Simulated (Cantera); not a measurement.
Feed: 1 mol Si3N4, 0.014 mol N2O, 6.1 mol H2, equilibrated at 1123.15 K and 48.0 Pa.

Method: chemical equilibrium by Gibbs-energy minimisation in Cantera with the NASA 1993 tables (ideal gas, pure condensed phases). Candidate condensed phases: H2O, Si, SiO2, Si2N2O, Si3N4; 35 gas species. Mutual solubility and eutectic melting of coexisting phases are not modelled. The numbers say what is thermodynamically allowed, not how fast it happens.

Base state: H2 0.997, N2 0.00305 (mole fractions); condensed: Si2N2O(s) + Si3N4(s).

**Question.** What changes in the equilibrium state with this change: N2O from 0.014 to 0.094 mol?

**Answer.** 
```tsv
species	before	after
H2	0.997	0.980
N2	0.00305	0.0201
Si2N2O(s), mol	0.0140	0.0940
Si3N4(s), mol	0.991	0.937
```

**Question.** What changes in the equilibrium state with this change: N2O from 0.014 to 0.036 mol?

**Answer.** 
| species | before | after |
|---|---|---|
| H2 | 0.997 | 0.992 |
| N2 | 0.00305 | 0.00781 |
| Si2N2O(s), mol | 0.0140 | 0.0360 |
| Si3N4(s), mol | 0.991 | 0.976 |

**Question.** What changes in the equilibrium state with this change: temperature from 1123.15 K to 1875 K?

**Answer.** 
| species | before | after |
|---|---|---|
| H2 | 0.997 | 0.714 |
| N2 | 0.00305 | 0.240 |
| H | 1.95e-6 | 0.0253 |
| Si | <1e-9 | 0.0189 |
| SiO | <1e-9 | 0.00167 |
| SiH | <1e-9 | 0.000324 |
| Si2 | <1e-9 | 0.000142 |
| Si2N2O(s), mol | 0.0140 | 0 |
| Si3N4(s), mol | 0.991 | 0 |
| Si(l), mol | 0 | 2.82 |
The tables' values for SiN are old estimates; treat these amounts as uncertain. Gases not in the tables: Si2H6 and higher silanes.
